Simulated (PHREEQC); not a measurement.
Consider water at 20 °C and 500 atm with 5 mmol/kgw K2CO3, 9.1 mmol/kgw K2SO4 and 86 mmol/kgw KH2PO4. Closed to the air; pH follows from the charge balance.

Model: ion-association model, phreeqc.dat, run in PHREEQC.

No solid was allowed to form.

Q: Predict the pH, density.

A: pH 5.68; density 1.030 g/cm³.

Q: In which forms is S present?

A: SO4-2 83 %, KSO4- 17 % of the S.

Under pressure, the constants of complexes without a molar volume in the database are unreliable.
